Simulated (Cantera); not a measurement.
An isothermal, constant-pressure homogeneous reactor starts with H2 : O2 = 0.014 : 1 (molar parts), at 1050 K and 150 Pa.

Model: the H2/O2 subset of GRI-Mech 3.0, which has no nitrogen chemistry, integrated in Cantera. Radical loss at walls, strong at low pressure, is not modelled.

One state of this run: x H2 = 3.46e-5; x O2 = 0.981; x HO2 = 1.89e-7; x OH = 0.000412; x H2O = 0.0135; x H = 0.000321; x H2O2 = 2.95e-9. x: mole fraction; the columns are a selection and need not sum to one.

Which value of t (s) does it belong to?
A) 0.00322
B) 5.05
C) 0.000277
D) 58.7

B, 5.05
